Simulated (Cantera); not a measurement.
Cantera run:

```python
import numpy as np
import cantera as ct

gas_names = [...]  # 151 gases of nasa_gas.yaml made of C, H, N, O, Si
cond_names = """
    C(gr) C6H6(L) C7H8(L) C8H18(L),n-octa H2O(s) H2O(L) Si(cr) Si(L) SiC(b) SiO2(Lqz) SiO2(hqz) SiO2(L)
    Si2N2O(s) Si3N4(a)
""".split()


# ... load() reads the species with a 1 bar reference pressure and builds the phases ...
atoms = {
    'SiC': {'Si': 1, 'C': 1},
    'H2O': {'H': 2, 'O': 1},
    'N2': {'N': 2},
}
top_T = {'C(gr)': 4500, 'SiC(b)': 3050, 'Si2N2O(s)': 2100, 'Si3N4(a)': 2400}  # K; cautious upper limits of use, not melting points


# ... equilibrate(T, P, feed) seeds the gas with the atoms and calls Mixture.equilibrate('TP', solver="vcs", rtol=1e-11, max_steps=5000) ...
results = []
T = 1948  # K
P = 133.322  # Pa
for m in [93, 130, 160, 200, 230, 260, 300, 330, 360, 400, 430]:
    feed = {'SiC': 1, 'H2O': 0.057, 'N2': m}  # mol
    mix = equilibrate(T, P, feed)
    results.append((T, P, feed, dict(zip(mix.species_names, mix.species_moles))))

top = {s: max(r[3][s] / sum(r[3][g] for g in gas_names) for r in results) for s in gas_names}
cols = sorted((s for s in top if top[s] > 0.001), key=lambda s: -top[s])[:8]
seen = [c for c in cond_names if any(r[3].get(c, 0) > 1e-12 for r in results)]
print("log10 of partial pressures in bar; condensed amounts in mol")
print(f"{'n(N2)':>10s}" + "".join(f"{s[:9]:>10s}" for s in cols + seen))
for T, P, feed, n in results:
    ng = sum(n[g] for g in gas_names)
    print(f"{feed['N2']:10.4g}" + "".join(f"{np.log10(max(n[s] / ng * P / 1e5, 1e-99)):10.3f}" for s in cols)
          + "".join(f"{n.get(c, 0):10.4g}" for c in seen))
```

It prints:

```
log10 of partial pressures in bar; condensed amounts in mol
     n(N2)        N2     C(gr)    SiC(b)
        93    -2.876         0    0.9179
       130    -2.876   0.02429    0.8883
       160    -2.876   0.04645    0.8626
       200    -2.876   0.07632    0.8284
       230    -2.876    0.0989    0.8028
       260    -2.876    0.1216    0.7772
       300    -2.876     0.152     0.743
       330    -2.876    0.1748    0.7173
       360    -2.876    0.1977    0.6917
       400    -2.876    0.2284    0.6575
       430    -2.876    0.2514    0.6319
```

Method: chemical equilibrium by Gibbs-energy minimisation in Cantera with the NASA 1993 tables (ideal gas, pure condensed phases).
